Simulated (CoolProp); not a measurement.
Vapour-liquid equilibrium of R134a (1) + dimethyl ether (2) at 317.1 K; x and y are mole fractions of (1).

Computed with CoolProp (multi-fluid Helmholtz-energy mixture model, Tillner-Roth 1994 and Wu 2011; pair parameters Bell 2016).

Problem. Give the bubble pressure and the first vapour's composition at x = 0.575, 0.875, 0.95. Is there an azeotrope?

Solution. x = 0.575: 1.008 MPa, y = 0.612; x = 0.875: 1.088 MPa, y = 0.898; x = 0.95: 1.112 MPa, y = 0.960. y crosses x between x = 0.2 and 0.275: the model has an azeotrope there.

The pair parameters rest on a limited set of measurements; away from them the model extrapolates.
